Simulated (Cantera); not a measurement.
Feed: 1 mol BN, 1.3 mol HF, 76 mol H2, equilibrated at 1477 °C and 8.00 mbar.

Cantera equilibrium calculation (NASA polynomials, part measured and part estimated; ideal gas, pure solids and liquids). Candidate condensed phases: B, BN; 31 gas species. The tables' values for BF2, BH2 are old estimates; treat these amounts as uncertain. Kinetics and transport are ignored.

Task: What is the equilibrium state?

Result: 
```
Item                                Result
-------------------------------  ---------
x(H2)                                0.980
x(BF)                              0.00601
x(HF)                              0.00448
x(N2)                              0.00441
x(H)                               0.00257
x(BF2)                             0.00174
x(BF3)                            0.000624
x(BHF2)                           0.000420
x(BH2)                             1.91e-5
n(BN(s))                         0.313 mol
gas amount                       77.94 mol
log10 activity of B(s) (absent)      -0.67
```
